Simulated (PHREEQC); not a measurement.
## Brine (model solution)

Consider water at 25 °C with 1.1 mol KOH and 4.1 mol KCl per kg of water. Closed to the air; pH follows from the charge balance.

Equilibrium calculation in PHREEQC: Pitzer model, pitzer.dat.

Each row changes one thing in this solution. No solid was allowed to form.

```json
[
 {"case": "as made", "pH": "14.20", "SI of Sylvite (KCl)": "+0.01"},
 {"case": "diluted 100-fold with water", "pH": "11.95", "SI of Sylvite (KCl)": "-3.75"},
 {"case": "diluted 2-fold with water", "pH": "13.69", "SI of Sylvite (KCl)": "-0.65"},
 {"case": "KOH from 1.1 to 2.2 mol/kgw", "pH": "14.70", "SI of Sylvite (KCl)": "+0.16"},
 {"case": "diluted 5-fold with water", "pH": "13.21", "SI of Sylvite (KCl)": "-1.40"},
 {"case": "KCl replaced by NaCl at the same molality", "pH": "13.89", "SI of Sylvite (KCl)": "-0.58"}
]
```

Complexes and solids missing from the database can't appear. Some of these states are supersaturated (in Sylvite, for instance). In brines, pH and single-ion activities rest on the MacInnes convention.
